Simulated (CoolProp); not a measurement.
Vapour-liquid equilibrium of R125 (1) + fluoroethane (R161) (2) at 35.45 °C; x and y are mole fractions of (1).

The numbers come from the multi-fluid Helmholtz-energy mixture model, Lemmon 2005 and Wu 2012; pair parameters Bell 2016 in CoolProp.

Task: Give the bubble pressure and the first vapour's composition at x = 0.15, 0.35, 0.75. Is there an azeotrope?

Result: x = 0.15: 1.290 MPa, y = 0.190; x = 0.35: 1.417 MPa, y = 0.427; x = 0.75: 1.679 MPa, y = 0.795. No azeotrope shows between x = 0.05 and 0.95.

The pair parameters rest on a limited set of measurements; away from them the model extrapolates. The gap from Raoult's law changes sign with composition, which may be real or a fault of the pair parameters; it wasn't checked against measurements.
